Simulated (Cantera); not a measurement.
What does this Cantera script print?

```python
import numpy as np
import cantera as ct

gas_names = """
    Cu CuF CuF2 Cu2 F F2 H HF H2 H2F2 H3F3 H4F4 H5F5 H6F6 H7F7 N NF NF2 NF3 NH NH2 NH3 N2 N2H2 N2H4
""".split()
cond_names = """
    Cu(cr) Cu(L) CuF2(s) CuF2(L)
""".split()


# ... load() reads the species with a 1 bar reference pressure and builds the phases ...
atoms = {
    'Cu': {'Cu': 1},
    'HF': {'H': 1, 'F': 1},
    'N2': {'N': 2},
}
top_T = {}  # K; cautious upper limits of use, not melting points


# ... equilibrate(T, P, feed) seeds the gas with the atoms and calls Mixture.equilibrate('TP', solver="vcs", rtol=1e-11, max_steps=5000) ...
results = []
feed = {'Cu': 1, 'HF': 1.5, 'N2': 15}  # mol
T = 1123.15  # K
P = 12  # Pa
mix = equilibrate(T, P, feed)
results.append((T, P, feed, dict(zip(mix.species_names, mix.species_moles))))
print(gas.report(threshold=1e-06))
for i in range(1, mix.n_phases):
    print(f"{mix.phase(i).name:16s} {mix.phase_moles(i):12.5e} mol")
```

Result:

```
       temperature   1123.2 K
          pressure   12 Pa
           density   3.5066e-05 kg/m^3
  mean mol. weight   27.288 kg/kmol
   phase of matter   gas

                          1 kg             1 kmol
                     ---------------   ---------------
          enthalpy             24180        6.5982e+05  J
   internal energy       -3.1804e+05       -8.6786e+06  J
           entropy             11282        3.0786e+05  J/K
    Gibbs function       -1.2647e+07       -3.4512e+08  J
 heat capacity c_p            1211.5             33058  J/K
 heat capacity c_v            906.76             24744  J/K

                      mass frac. Y      mole frac. X     chem. pot. / RT
                     ---------------   ---------------   ---------------
                Cu        2.4441e-05        1.0495e-05           -5.8334
               CuF        9.6361e-05        3.1856e-05            -50.49
                HF          0.066626          0.090875           -63.595
                H2        1.1762e-06         1.592e-05           -37.878
                N2           0.93325           0.90907           -34.294
     [  +20 minor]        2.6427e-09        1.6157e-08

Cu(cr)            9.99301e-01 mol
CuF2(L)           0.00000e+00 mol
```

Equilibrium computed with Cantera from the NASA thermochemical tables; the gas is ideal and each condensed phase is pure.
